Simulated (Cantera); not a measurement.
Cantera run, input and output.

```python
import numpy as np
import cantera as ct

gas = ct.Solution("gri30.yaml")


def delay(T, t_max=10):
    gas.TPX = T, 100000, {'CO': 1, 'H2': 0.16, 'O2': 1, 'N2': 3.76}
    reactor = ct.IdealGasReactor(gas, clone=False)
    net = ct.ReactorNet([reactor])
    net.rtol, net.atol = 1e-8, 1e-16
    while net.time < t_max:
        t_old, T_old = net.time, reactor.T
        net.step()
        if reactor.T > T + 400:  # ignition: a rise of 400 K
            return t_old + (T + 400 - T_old) / (reactor.T - T_old) * (net.time - t_old)
    return np.nan


taus = []
for T in [1000, 1050, 1100, 1150, 1200, 1250, 1300, 1350, 1400, 1450]:
    taus.append(delay(T))
    print(f"T0 = {T:6g} K   tau = {taus[-1]:.4e} s")
```

Result:

```
T0 =   1000 K   tau = 6.0187e-04 s
T0 =   1050 K   tau = 3.0038e-04 s
T0 =   1100 K   tau = 1.9596e-04 s
T0 =   1150 K   tau = 1.4500e-04 s
T0 =   1200 K   tau = 1.1573e-04 s
T0 =   1250 K   tau = 9.7309e-05 s
T0 =   1300 K   tau = 8.5056e-05 s
T0 =   1350 K   tau = 7.6655e-05 s
T0 =   1400 K   tau = 7.0842e-05 s
T0 =   1450 K   tau = 6.6891e-05 s
```

Detailed kinetics in Cantera: GRI-Mech 3.0 (53 species, 325 reactions). Where the delays flatten at high temperature, the 400 K rule measures the pace of heat release, not the induction time.
